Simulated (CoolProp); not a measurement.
Carbonyl sulfide at 293.15 K and 0.853 MPa is throttled through a valve to 0.238 MPa with no heat exchange. Each further row changes one setting.

Computed with CoolProp (reference Helmholtz-energy equation of state, Lemmon 2006). It is a short technical equation, of lower accuracy than the large ones.

```
case                        temperature change (K)  final density (kg/m³)
--------------------------  ----------------------  ---------------------
as stated                                    -14.4                   6.38
outlet pressure 0.0714 MPa                   -18.5                   1.90
outlet pressure 0.309 MPa                    -12.7                   8.31
```
